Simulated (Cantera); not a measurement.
Mixture: CH3OH : O2 : N2 = 1 : 1.07 : 4.03 (molar parts), at 16.8 atm, adiabatic and at constant volume. Ignition delay is the time to a rise of 400 K.

Computed with Cantera and GRI-Mech 3.0 (53 species, 325 reactions). GRI-Mech 3.0 was tuned for natural gas; its chemistry of methanol as a main component is partial and can be far from experiment. The pressure lies above the range GRI-Mech 3.0 was tuned for (to about 10 atm).

Question: What does this change do: pressure from 16.8 atm to 2.07 atm?

Answer: 
```tsv
quantity	before	after
delay at 1100 K	5.95 ms	28.3 ms
delay at 1200 K	0.929 ms	4.53 ms
delay at 1300 K	0.194 ms	0.980 ms
delay at 1400 K	51.9 µs	0.271 ms
delay at 1500 K	17.0 µs	92.6 µs
apparent activation energy between 1400 and 1500 K	190 kJ/mol	190 kJ/mol
```
